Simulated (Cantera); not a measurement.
A diamond (100) surface in a fixed gas of H2 with x(CH4) = 0.011, x(H) = 0.00038, x(CH3) = 0.00019, 23000 Pa; coverages are run to steady state.

Cantera simulation using the Harris–Goodwin 1993 mechanism for the reconstructed diamond (100) surface; the numbers are that mechanism's predictions, not measurements.

θ: site fractions in the mechanism's names (c6HH fully hydrogenated, c6H* and c6*H radical sites, c6** diradical, c6HM methylated).

| T (K) | growth (µm/h) | θ c6HH | θ c6H* | θ c6*H | θ c6** | θ c6HM |
|---|---|---|---|---|---|---|
| 950 | … | 0.467 | 0.00996 | 0.236 | 0.00378 | 0.217 |
| 1000 | 14.4 | 0.468 | 0.0137 | 0.280 | 0.00553 | 0.169 |
| 1050 | 15.2 | 0.476 | 0.0183 | 0.328 | 0.00769 | 0.118 |
| 1100 | … | 0.487 | 0.0238 | 0.377 | 0.0101 | 0.0663 |
| 1150 | … | 0.493 | 0.0294 | 0.416 | 0.0124 | 0.0291 |
| 1200 | … | 0.492 | 0.0343 | 0.439 | 0.0141 | 0.0109 |
| 1250 | … | 0.489 | 0.0384 | 0.448 | 0.0151 | 0.00386 |
| 1300 | … | 0.489 | 0.0419 | 0.448 | 0.0156 | 0.00137 |
| 1350 | … | 0.495 | 0.0448 | 0.442 | 0.0157 | 0.000495 |
| 1400 | … | 0.504 | 0.0472 | 0.432 | 0.0155 | 0.000184 |

Problem. Some entries are withheld; supply them.

Solution. 
- 950, growth (µm/h): 11.6
- 1100, growth (µm/h): 12.7
- 1150, growth (µm/h): 8.48
- 1200, growth (µm/h): 5.22
- 1250, growth (µm/h): 3.54
- 1300, growth (µm/h): 2.76
- 1350, growth (µm/h): 2.21
- 1400, growth (µm/h): 1.56
